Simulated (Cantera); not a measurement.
A Cantera script and its output.

```python
import numpy as np
import cantera as ct

gas = ct.Solution("gri30.yaml")
gas.TPX = 1850, 13000, {'CH4': 1, 'H2O': 1.2}
inlet = ct.Reservoir(gas, clone=True)

reactor = ct.IdealGasConstPressureReactor(gas, energy="off", clone=False)
exhaust = ct.Reservoir(gas, clone=True)
tau = [0.41, 0.24, 0.14, 0.084, 0.049, 0.029, 0.017, 0.01, 0.006, 0.0035][0]
for a, b in ((inlet, reactor), (reactor, exhaust)):
    ct.MassFlowController(a, b, mdot=lambda t: reactor.mass / tau)
net = ct.ReactorNet([reactor])
show = ['CH4', 'H2O', 'CH3', 'HCO', 'HO2']

rows = []
print(f"{'tau/s':>10s}{'T/K':>9s}" + "".join(f"{s:>11s}" for s in show))
for tau in [0.41, 0.24, 0.14, 0.084, 0.049, 0.029, 0.017, 0.01, 0.006, 0.0035]:
    net.initial_time = 0.0
    net.advance(30 * tau)
    before = gas.X
    net.advance(40 * tau)
    drift = np.max(np.abs(gas.X - before) / (gas.X + 1e-9))
    rows.append([gas.T, *gas[show].X, drift])
    print(f"{tau:10.3e}{gas.T:9.1f}" + "".join(f"{x:11.3e}" for x in gas[show].X))
```

It prints:

```
     tau/s      T/K        CH4        H2O        CH3        HCO        HO2
 4.100e-01   1850.0  2.130e-02  1.795e-01  7.618e-04  3.849e-08  1.545e-12
 2.400e-01   1850.0  2.706e-02  2.120e-01  9.704e-04  4.803e-08  2.107e-12
 1.400e-01   1850.0  3.445e-02  2.470e-01  1.235e-03  6.091e-08  2.769e-12
 8.400e-02   1850.0  4.347e-02  2.808e-01  1.549e-03  7.642e-08  3.422e-12
 4.900e-02   1850.0  5.590e-02  3.152e-01  1.966e-03  9.629e-08  4.035e-12
 2.900e-02   1850.0  7.186e-02  3.460e-01  2.473e-03  1.189e-07  4.460e-12
 1.700e-02   1850.0  9.316e-02  3.738e-01  3.113e-03  1.452e-07  4.684e-12
 1.000e-02   1850.0  1.203e-01  3.983e-01  3.882e-03  1.742e-07  4.736e-12
 6.000e-03   1850.0  1.527e-01  4.201e-01  4.746e-03  2.045e-07  4.686e-12
 3.500e-03   1850.0  1.934e-01  4.425e-01  5.763e-03  2.367e-07  4.566e-12
```

Detailed kinetics in Cantera: GRI-Mech 3.0 (53 species, 325 reactions).
